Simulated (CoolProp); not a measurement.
Vapour-liquid equilibrium of dimethyl ether (1) + n-pentane (2) at 1.38 bar; x and y are mole fractions of (1).

Computed with CoolProp (multi-fluid Helmholtz-energy mixture model, Wu 2011 and Thol 2019; pair parameters Bell 2016).

Q: Give the bubble temperature and the first vapour's composition at x = 0.05, 0.5, 0.8. Is there an azeotrope?

A: x = 0.05: 39.4 °C, y = 0.214; x = 0.5: -6.5 °C, y = 0.937; x = 0.8: -13.9 °C, y = 0.975. No azeotrope shows between x = 0.05 and 0.95.

Pair parameters are fitted to limited data, so mixtures are less certain than the pure fluids. The gap from Raoult's law changes sign with composition, which may be real or a fault of the pair parameters; it wasn't checked against measurements.
